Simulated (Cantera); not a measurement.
A closed system holds: 1 mol Si, 0.55 mol Cl2, 3.3 mol H2, held at 0.250 bar.

These are equilibrium values from Cantera (NASA tables, ideal gas, pure condensed phases), not measurements of a reactor. Candidate condensed phases: Si; 19 gas species. The numbers say what is thermodynamically allowed, not how fast it happens.

Over these rows the condensed part is Si(s). Partial pressures as log10 of bar:

| T (K) | 1000/T (1/K) | log p SiCl2 | log p H2 | log p SiCl4 | log p SiHCl3 |
|---|---|---|---|---|---|
| 848 | 1.1792 | -5.51 | -0.64 | -1.86 | -2.17 |
| 898 | 1.1136 | ? | -0.64 | -1.86 | -2.18 |
| 948 | 1.0549 | -4.49 | -0.64 | -1.86 | -2.20 |
| 998 | 1.0020 | -4.06 | -0.65 | -1.87 | -2.21 |
| 1048 | 0.9542 | -3.67 | -0.65 | -1.89 | -2.23 |
| 1098 | 0.9107 | -3.33 | -0.65 | -1.91 | -2.25 |

Task: Fit log p(SiCl2) = a + b·(1000/T) to the five rows, give the apparent enthalpy, and predict the row at 898 K.

Result: Means: 1000/T = 1.0202, log p = -4.212. Sxy = -0.351146, Sxx = 0.0431626, so b = -8.14 and a = -4.212 − (-8.14)×1.0202 = 4.09.
Apparent enthalpy: −19.145 × (-8.14) = 156 kJ/mol. With the condensed phases at unit activity, 1/2 Si(s) + 1/2 SiCl4(g) = SiCl2(g) links this pressure to the main gases: over the six rows their terms move log p by -0.02 in all, so the slope is close to that reaction's ΔH°. The five rows lie within 0.01 of the line.
Prediction at 898 K: 4.09 + (-8.14)×1.1136 = -4.97. The computed value is -4.97, 0.00 from the line.
